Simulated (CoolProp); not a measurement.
Saturation properties of ethylbenzene (Tc = 344.0 °C, pc = 3.622 MPa, ω = 0.304).

Computed with CoolProp (reference Helmholtz-energy equation of state, Zhou 2012).

```json
[
 {"T (°C)": "181.45", "p (MPa)": "0.2973", "vapour density (kg/m³)": "9.204", "enthalpy of vaporisation (kJ/kg)": "305.2"},
 {"T (°C)": "193.45", "p (MPa)": "0.3800", "vapour density (kg/m³)": "(withheld)", "enthalpy of vaporisation (kJ/kg)": "(withheld)"},
 {"T (°C)": "205.35", "p (MPa)": "0.4781", "vapour density (kg/m³)": "(withheld)", "enthalpy of vaporisation (kJ/kg)": "287.2"},
 {"T (°C)": "217.25", "p (MPa)": "(withheld)", "vapour density (kg/m³)": "18.17", "enthalpy of vaporisation (kJ/kg)": "277.5"},
 {"T (°C)": "229.15", "p (MPa)": "0.7303", "vapour density (kg/m³)": "22.40", "enthalpy of vaporisation (kJ/kg)": "267.2"},
 {"T (°C)": "241.15", "p (MPa)": "0.8899", "vapour density (kg/m³)": "27.49", "enthalpy of vaporisation (kJ/kg)": "(withheld)"},
 {"T (°C)": "253.05", "p (MPa)": "1.073", "vapour density (kg/m³)": "(withheld)", "enthalpy of vaporisation (kJ/kg)": "244.3"},
 {"T (°C)": "264.95", "p (MPa)": "(withheld)", "vapour density (kg/m³)": "40.79", "enthalpy of vaporisation (kJ/kg)": "231.4"},
 {"T (°C)": "276.85", "p (MPa)": "1.521", "vapour density (kg/m³)": "49.61", "enthalpy of vaporisation (kJ/kg)": "217.3"},
 {"T (°C)": "288.85", "p (MPa)": "1.795", "vapour density (kg/m³)": "(withheld)", "enthalpy of vaporisation (kJ/kg)": "201.3"}
]
```

### Question
Complete the blanks.

### Answer

- 193.45, vapour density (kg/m³): 11.68
- 193.45, enthalpy of vaporisation (kJ/kg): 296.4
- 205.35, vapour density (kg/m³): 14.63
- 217.25, p (MPa): 0.5942
- 241.15, enthalpy of vaporisation (kJ/kg): 256.1
- 253.05, vapour density (kg/m³): 33.53
- 264.95, p (MPa): 1.282
- 288.85, vapour density (kg/m³): 60.58

It boils at 136.2 °C under 1 atm.
